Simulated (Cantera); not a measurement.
A freely propagating, adiabatic, planar premixed flame of 23.4 % H2, 16.1 % O2, 60.5 % N2, unburnt at 650 K and 0.133 bar; mixture-averaged transport, grid criteria slope 0.08 and curve 0.16, no radiation.

Model: the H2/O2 subset of GRI-Mech 3.0, which has no nitrogen chemistry, integrated in Cantera. Burning velocities carry a grid error of a few per cent, more on coarse grids.

x: mole fraction of selected species; z is measured from the peak of heat release.

| z (mm) | T (K) | u (m/s) | x H2 | x O2 | x H2O | x OH | x O | x H2O2 |
|---|---|---|---|---|---|---|---|---|
| -20.7 | 650 | 6.05 | 0.234 | 0.161 | <1e-8 | <1e-8 | <1e-8 | <1e-8 |
| -13.8 | 650 | 6.05 | 0.234 | 0.161 | <1e-8 | <1e-8 | <1e-8 | <1e-8 |
| -10.4 | 650 | 6.05 | 0.234 | 0.161 | <1e-8 | <1e-8 | <1e-8 | <1e-8 |
| -6.92 | 650 | 6.05 | 0.234 | 0.161 | 4.91e-8 | <1e-8 | <1e-8 | <1e-8 |
| -3.46 | 655 | 6.09 | 0.233 | 0.161 | 0.000398 | 1.91e-5 | 9.09e-6 | [?] |
| -1.73 | 749 | 6.90 | 0.215 | 0.157 | 0.00974 | 0.000270 | 0.000310 | [?] |
| 0 | 1083 | 9.70 | 0.104 | 0.118 | 0.0918 | 0.00302 | 0.00747 | [?] |
| 1.73 | 1351 | 11.9 | 0.0305 | 0.0694 | 0.175 | 0.00785 | 0.0178 | [?] |
| 3.46 | 1473 | 12.9 | 0.0264 | 0.0631 | 0.186 | 0.0102 | 0.0187 | [?] |
| 6.92 | 1613 | 14.0 | 0.0261 | 0.0598 | 0.194 | 0.0129 | 0.0175 | [?] |
| 13.8 | 1762 | 15.2 | 0.0243 | 0.0567 | 0.204 | 0.0154 | 0.0151 | [?] |
| 27.7 | 1910 | 16.3 | 0.0208 | 0.0538 | 0.215 | 0.0169 | 0.0119 | [?] |
| 55.3 | 2048 | 17.2 | 0.0160 | 0.0514 | 0.227 | 0.0170 | 0.00843 | [?] |

### Question
What belongs in the gaps?

### Answer

- -3.46, x H2O2: 3.37e-7
- -1.73, x H2O2: 5.17e-7
- 0, x H2O2: 8.49e-7
- 1.73, x H2O2: 9.89e-7
- 3.46, x H2O2: 7.32e-7
- 6.92, x H2O2: 4.24e-7
- 13.8, x H2O2: 2.20e-7
- 27.7, x H2O2: 1.19e-7
- 55.3, x H2O2: 7.33e-8
